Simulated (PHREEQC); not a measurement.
**Acid mine or pickling water: speciation**

A made-up water analysis in mg/kgw, 62 °C, pH 4.19, pe 12:

| constituent | mg/kgw |
|---|---|
| Na | 167 |
| K | 124 |
| Ca | 332 |
| Mg | 200 |
| Cl | 360 |
| S(6) as SO4 | 1610 |
| Li | 1.36 |
| Al | 1.78 |
| N(5) as NO3 | 2.52 |
| B | 1.77 |

Cl is adjusted to close the charge balance.
Valence states are taken as typed.

The numbers come from PHREEQC with the ion-association model, wateq4f.dat.

Each row changes one thing in this solution. This is a speciation only: nothing precipitates in the calculation.

```tsv
case	ionic strength (mol/kgw)	SO4-2 (mol/kgw)	Ca+2 (mol/kgw)	MgSO4 (mol/kgw)	Mg+2 (mol/kgw)	K+ (mol/kgw)	SI of Gypsum (CaSO4:2H2O)	SI of Boehmite (AlOOH)
as made	0.0485	0.00934	0.00552	0.00418	0.00404	0.00302	-0.33	+0.49
Li from 1.36 to 0.68 mg/kgw	0.0484	0.00934	0.00552	0.00419	0.00404	0.00302	-0.33	+0.49
Mg from 200 to 100 mg/kgw	0.0418	0.0107	0.00509	0.00232	0.00180	0.00299	-0.27	+0.44
all concentrations times 4 at the same typed pH	0.168	0.0302	0.0194	0.0199	0.0130	0.0115	+0.38	+0.72
```

Some of these states are supersaturated (in Boehmite (slow to form), Gibbsite (slow to form), Gypsum, for instance). Constants without temperature data keep their 25 °C values here.
